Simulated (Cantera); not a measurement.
What does this Cantera script print?

```python
import numpy as np
import cantera as ct

gas_names = """
    C CO COS CO2 CS CS2 C2 C2O C3 C3O2 C4 C5 Mg MgO MgS Mg2 O O2 O3 S SO SO2 SO3 S2 S2O S8
""".split()
cond_names = """
    C(gr) Mg(cr) Mg(L) MgCO3(s) MgO(s) MgO(L) MgS(s) MgSO4(s) MgSO4(L) S(cr1) S(cr2) S(L)
""".split()


def load(file, names, dense=False):
    # The tables refer to 1 bar. Condensed volumes are neglected.
    table = {s.name: s for s in ct.Species.list_from_file(file)}
    out = []
    for n in names:
        d = dict(table[n].input_data)
        d["thermo"] = dict(d["thermo"], **{"reference-pressure": 1e5})
        if dense:
            d["equation-of-state"] = {"model": "constant-volume", "density": "1e6 g/cm^3"}
        out.append(ct.Species.from_dict(d))
    return out


gas = ct.Solution(thermo="ideal-gas", species=load("nasa_gas.yaml", gas_names))
cond = {s.name: ct.Solution(thermo="fixed-stoichiometry", species=[s], name=s.name)
        for s in load("nasa_condensed.yaml", cond_names, dense=True)}
atoms = {
    'MgCO3': {'Mg': 1, 'C': 1, 'O': 3},
    'SO3': {'S': 1, 'O': 3},
    'CO2': {'C': 1, 'O': 2},
}
top_T = {'C(gr)': 4500, 'MgS(s)': 2250}  # K; cautious upper limits of use, not melting points


def equilibrate(T, P, feed):
    n = {}
    for name, mol in feed.items():
        for a, k in atoms[name].items():
            n[a] = n.get(a, 0.0) + k * mol
    gas.TPX = T, P, n
    mass = sum(n.values()) * gas.mean_molecular_weight
    gas.equilibrate("TP")
    valid = [c for c in cond.values() if c.min_temp <= T <= top_T.get(c.name, c.max_temp)]
    mix = ct.Mixture([(gas, mass / gas.mean_molecular_weight)] + [(c, 0.0) for c in valid])
    mix.T, mix.P = T, P
    mix.equilibrate("TP", solver="vcs", rtol=1e-11, max_steps=5000)
    return mix


results = []
feed = {'MgCO3': 1, 'SO3': 1.7, 'CO2': 0.33}  # mol
T = 673  # K
P = 430000  # Pa
mix = equilibrate(T, P, feed)
results.append((T, P, feed, dict(zip(mix.species_names, mix.species_moles))))
print(gas.report(threshold=0.0001))
for i in range(1, mix.n_phases):
    print(f"{mix.phase(i).name:16s} {mix.phase_moles(i):12.5e} mol")
```

Result:

```
       temperature   673 K
          pressure   4.3e+05 Pa
           density   4.3252 kg/m^3
  mean mol. weight   56.284 kg/kmol
   phase of matter   gas

                          1 kg             1 kmol
                     ---------------   ---------------
          enthalpy       -6.6444e+06       -3.7398e+08  J
   internal energy       -6.7439e+06       -3.7957e+08  J
           entropy            4652.7        2.6187e+05  J/K
    Gibbs function       -9.7757e+06       -5.5022e+08  J
 heat capacity c_p            994.65             55983  J/K
 heat capacity c_v            846.93             47668  J/K

                      mass frac. Y      mole frac. X     chem. pot. / RT
                     ---------------   ---------------   ---------------
               CO2           0.51088           0.65337            -96.28
                O2         0.0015643         0.0027516           -30.046
               SO2         0.0062632         0.0055031           -87.989
               SO3            0.4813           0.33838           -103.01
     [  +22 minor]        1.2897e-17        2.6084e-17

C(gr)             0.00000e+00 mol
Mg(cr)            0.00000e+00 mol
MgCO3(s)          0.00000e+00 mol
MgO(s)            0.00000e+00 mol
MgS(s)            0.00000e+00 mol
MgSO4(s)          1.00000e+00 mol
S(L)              0.00000e+00 mol
```

Equilibrium computed with Cantera from the NASA thermochemical tables; the gas is ideal and each condensed phase is pure.
